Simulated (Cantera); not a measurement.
Feed: 1 mol MgO, 0.91 mol C, 0.17 mol H₂, equilibrated at 623 Torr.

Cantera equilibrium calculation (NASA polynomials, part measured and part estimated; ideal gas, pure solids and liquids). Candidate condensed phases: C, C₆H₆, C₇H₈, C₈H₁₈, H₂O, Mg, MgCO₃, MgO, Mg(OH)₂; 116 gas species. The tables' values for MgH are old estimates; treat these amounts as uncertain. Kinetics and transport are ignored.

x: gas mole fraction; n: condensed amount in mol.

| T (K) | x H₂ | x CO | x Mg | x CH₄ | n C(graphite) | n MgO(s) |
|---|---|---|---|---|---|---|
| 975 | 0.913 | 1.05e-9 | 1.52e-9 | 0.0869 | 0.896 | 1.00 |
| 1075 | 0.965 | 4.45e-8 | 4.88e-8 | 0.0349 | 0.904 | 1.00 |
| 1175 | 0.985 | ? | ? | ? | 0.907 | 1.00 |
| 1275 | 0.992 | 1.13e-5 | 1.13e-5 | 0.00758 | 0.909 | 1.000 |
| 1375 | 0.996 | 9.62e-5 | 9.58e-5 | 0.00410 | 0.909 | 1.000 |
| 1475 | 0.996 | 0.000607 | 0.000602 | 0.00240 | 0.909 | 1.000 |
| 1575 | 0.992 | 0.00301 | 0.00299 | 0.00149 | 0.909 | 0.999 |
| 1675 | 0.974 | 0.0123 | 0.0122 | 0.000949 | 0.908 | 0.998 |
| 1775 | 0.914 | 0.0426 | 0.0421 | 0.000580 | 0.902 | 0.992 |
| 1875 | 0.742 | 0.129 | 0.127 | 0.000277 | 0.880 | 0.971 |
| 1975 | ? | ? | ? | ? | ? | ? |
| 2075 | 0.0841 | 0.458 | 0.456 | 6.08e-7 | 0 | 0.0900 |

Question: What belongs in the gaps?

Answer: 
- 1975, x H₂: 0.308
- 1975, x CO: 0.346
- 1975, x Mg: 0.343
- 1975, x CH₄: 3.57e-5
- 1975, n C(graphite): 0.720
- 1975, n MgO(s): 0.810
- 1175, x CO: 9.12e-7
- 1175, x Mg: 9.32e-7
- 1175, x CH₄: 0.0154
